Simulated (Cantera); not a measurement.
Input (Python, Cantera) and output of one run.

```python
import numpy as np
import cantera as ct

gas_names = """
    C6H6 CH2CL2 CCL4 C2H4 H
""".split()
cond_names = """
    C(gr)
""".split()


# ... load() reads the species with a 1 bar reference pressure and builds the phases ...
species = {s.name: s for s in load("nasa_gas.yaml", gas_names) + load("nasa_condensed.yaml", cond_names)}
# Each term lists the table entries of one substance; the one whose range holds T is used.
reactions = {
    '2 C6H6(g) + 12 CH2Cl2(g) = 6 CCl4(g) + 9 C2H4(g)':
        [(-2, ['C6H6']), (-12, ['CH2CL2']), (6, ['CCL4']), (9, ['C2H4'])],
    'C6H6(g) = 6 C + 6 H(g)':
        [(-1, ['C6H6']), (6, ['C(gr)']), (6, ['H'])],
}


def pick(names, T):
    return next(species[n] for n in names if species[n].thermo.min_temp <= T <= species[n].thermo.max_temp)


results = []
for label, terms in reactions.items():
    print(label)
    print("     T/K   dH/kJ  dS/(J/K)   dG/kJ   log10 K")
    for T in [948, 1048, 1148, 1248, 1348, 1448, 1548, 1648, 1748]:
        used = [(nu, pick(names, T)) for nu, names in terms]
        dH = sum(nu * s.thermo.h(T) for nu, s in used) / 1e6
        dS = sum(nu * s.thermo.s(T) for nu, s in used) / 1e3
        dG = dH - T * dS / 1e3
        logK = -dG * 1e6 / (ct.gas_constant * T * np.log(10))
        results.append((label, T, dH, dS, dG, logK, [s.name for _, s in used]))
        print(f"{T:8g} {dH:8.1f} {dS:8.1f} {dG:8.1f} {logK:8.2f}")
```

Output:

```
2 C6H6(g) + 12 CH2Cl2(g) = 6 CCl4(g) + 9 C2H4(g)
     T/K   dH/kJ  dS/(J/K)   dG/kJ   log10 K
     948    909.3    119.9    795.6   -43.84
    1048    910.3    120.9    783.6   -39.05
    1148    911.1    121.7    771.4   -35.10
    1248    911.6    122.1    759.2   -31.78
    1348    911.9    122.3    747.0   -28.95
    1448    912.0    122.4    734.8   -26.51
    1548    911.8    122.2    722.6   -24.38
    1648    911.4    122.0    710.3   -22.51
    1748    910.9    121.7    698.2   -20.86
C6H6(g) = 6 C + 6 H(g)
     T/K   dH/kJ  dS/(J/K)   dG/kJ   log10 K
     948   1268.3    535.9    760.3   -41.89
    1048   1272.7    540.2    706.5   -35.21
    1148   1276.6    543.8    652.3   -29.68
    1248   1280.2    546.8    597.8   -25.02
    1348   1283.5    549.3    543.0   -21.04
    1448   1286.4    551.4    487.9   -17.60
    1548   1289.1    553.2    432.7   -14.60
    1648   1291.6    554.8    377.3   -11.96
    1748   1293.8    556.1    321.8    -9.61
```

Cantera with NASA thermochemical tables; ideal gases at 1 bar, condensed phases pure. Condensed species are held in their standard states even where they would react or evaporate.
